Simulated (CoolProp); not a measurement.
Vapour-liquid equilibrium of R143a (1) + R1234yf (2) at 318 K; x and y are mole fractions of (1).

Computed with CoolProp (multi-fluid Helmholtz-energy mixture model, Lemmon and Jacobsen 2000 and Lemmon 2022; pair parameters Bell 2016).

Problem. Give the bubble pressure and the first vapour's composition at x = 0.2, 0.875, 0.95. Is there an azeotrope?

Solution. x = 0.2: 1333 kPa, y = 0.275; x = 0.875: 1936 kPa, y = 0.905; x = 0.95: 2005 kPa, y = 0.962. No azeotrope shows between x = 0.05 and 0.95.

The pair parameters rest on a limited set of measurements; away from them the model extrapolates.
